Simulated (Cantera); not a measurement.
An isothermal, constant-pressure homogeneous reactor starts with H2 : O2 : N2 = 0.96 : 1 : 1.6 (molar parts), at 950 K and 0.132 atm. Integrator tolerance rtol = 1e-08.

Cantera simulation using GRI-Mech 3.0 (53 species, 325 reactions); the numbers are that mechanism's predictions, not measurements. Radical loss at walls, strong at low pressure, is not modelled. The temperature is held fixed by assumption; the heat of reaction is taken as removed at once.

**Question.** What does this change do: temperature 950 to 825 K?

**Answer.** 
```tsv
quantity	before	after
x(H2) at 2.00 s	2.37e-5 (gas-phase equilibrium 3.81e-11)	0.125 (gas-phase equilibrium <1e-12)
x(O2) at 2.00 s	0.169 (gas-phase equilibrium 0.169)	0.221 (gas-phase equilibrium 0.169)
x(N2O) at 2.00 s	7.31e-9 (gas-phase equilibrium 3.30e-10)	4.72e-10 (gas-phase equilibrium 6.79e-11)
x(H2O2) at 2.00 s	5.39e-8 (gas-phase equilibrium 6.72e-11)	0.000125 (gas-phase equilibrium 8.78e-12)
x(H) at 2.00 s	8.17e-10 (gas-phase equilibrium <1e-12)	1.22e-8 (gas-phase equilibrium <1e-12)
```
Below about 950 K walls govern HO2 and H2O2 in real vessels.
